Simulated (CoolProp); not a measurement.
Vapour-liquid equilibrium of R134a (1) + R236FA (2) at -43.25 °C; x and y are mole fractions of (1).

Model: multi-fluid Helmholtz-energy mixture model, Tillner-Roth 1994 and Pan 2012; pair parameters Bell 2016, in CoolProp.

| x | bubble pressure, mixture model (MPa) | bubble pressure, Raoult's law (MPa) | y, mixture model | y, Raoult's law |
|---|---|---|---|---|
| 0.05 | 0.01353 | 0.01354 | 0.157 | 0.159 |
| 0.125 | 0.01583 | 0.01587 | 0.335 | 0.339 |
| 0.2 | 0.01813 | 0.01820 | 0.468 | 0.473 |
| 0.275 | ? | 0.02053 | 0.571 | 0.577 |
| 0.35 | ? | 0.02286 | 0.653 | 0.659 |
| 0.425 | ? | 0.02519 | 0.721 | 0.726 |
| 0.5 | 0.02733 | 0.02752 | 0.777 | 0.782 |
| 0.575 | 0.02966 | 0.02985 | 0.825 | 0.829 |
| 0.65 | 0.03200 | 0.03218 | 0.867 | 0.870 |
| 0.725 | 0.03435 | 0.03451 | 0.902 | 0.905 |
| 0.8 | 0.03671 | 0.03684 | 0.934 | 0.935 |
| 0.875 | 0.03909 | 0.03917 | ? | 0.962 |
| 0.95 | 0.04147 | 0.04150 | ? | 0.986 |

Problem. What belongs in the gaps?

Solution. 
- 0.275, bubble pressure, mixture model (MPa): 0.02042
- 0.35, bubble pressure, mixture model (MPa): 0.02271
- 0.425, bubble pressure, mixture model (MPa): 0.02502
- 0.875, y, mixture model: 0.961
- 0.95, y, mixture model: 0.985

The largest gap from Raoult's law is -0.7 % in bubble pressure, at x = 0.5. No azeotrope shows between x = 0.05 and 0.95.

Pair parameters are fitted to limited data, so mixtures are less certain than the pure fluids.
